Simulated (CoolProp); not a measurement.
Vapour pressure (kPa) of 1,2-dichloroethane: the reference equation beside estimates from Tc = 561.6 K, pc = 5226 kPa, ω = 0.269.

Values from CoolProp's reference Helmholtz-energy equation of state, Thol 2015.

| T (K) | reference | Lee-Kesler | van der Waals | Peng-Robinson |
|---|---|---|---|---|
| 310.8 | 18.69 | 17.59 | 280.2 | 18.69 |
| 330.2 | 40.87 | 39.19 | [?] | [?] |
| 349.6 | [?] | 78.74 | 559.8 | [?] |
| 368.9 | 146.6 | 144.8 | 751.4 | 145.8 |
| 388.3 | 249.2 | 248.7 | 983.6 | 248.1 |
| 407.7 | 400.0 | 402.2 | 1258 | 399.2 |
| 427 | 610.6 | 617.3 | 1577 | 611.6 |
| 446.4 | 897.5 | 910.1 | 1945 | 902.4 |
| 465.7 | [?] | 1292 | 2361 | 1285 |
| 485.1 | 1758 | [?] | 2831 | 1781 |

Question: Fill in the missing entries.

Answer: 
- 330.2, van der Waals: 403.6
- 330.2, Peng-Robinson: 40.71
- 349.6, reference: 80.80
- 349.6, Peng-Robinson: 80.34
- 465.7, reference: 1273
- 485.1, Lee-Kesler: 1785

Absolute difference from the reference over all 10 rows, mean and median: Lee-Kesler 2.0 and 1.4 %, van der Waals 422.3 and 254.6 %, Peng-Robinson 0.5 and 0.5 %.
